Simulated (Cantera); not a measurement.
A freely propagating, adiabatic, planar premixed flame of H2 : O2 : N2 = 1 : 0.455 : 1.71 (molar parts), equivalence ratio 1.1, unburnt at 375 K and 4.93 atm; mixture-averaged transport, grid criteria slope 0.08 and curve 0.16, no radiation.

Detailed kinetics in Cantera: the H2/O2 subset of GRI-Mech 3.0, which has no nitrogen chemistry. The hydrogen kinetics of GRI-Mech 3.0 are dated; newer H2 mechanisms differ, most at raised pressure. Burning velocities carry a grid error of a few per cent, more on coarse grids.

What does this change do: H2 1 to 0.76 parts?


```json
[
 {"quantity": "laminar burning velocity", "before": "330 cm/s", "after": "188 cm/s"},
 {"quantity": "thermal thickness", "before": "0.0500 mm", "after": "0.0544 mm"},
 {"quantity": "peak x(H2O2)", "before": "0.000152", "after": "0.000161"},
 {"quantity": "peak x(OH)", "before": "0.0143", "after": "0.0122"},
 {"quantity": "peak x(H)", "before": "0.0293", "after": "0.0115"}
]
```

What does this change do: inlet temperature 375 to 425 K?


```
quantity                     before      after
------------------------  ---------  ---------
laminar burning velocity   330 cm/s   410 cm/s
thermal thickness         0.0500 mm  0.0518 mm
peak x(H2O2)               0.000152   0.000130
peak x(OH)                   0.0143     0.0152
peak x(H)                    0.0293     0.0317
```
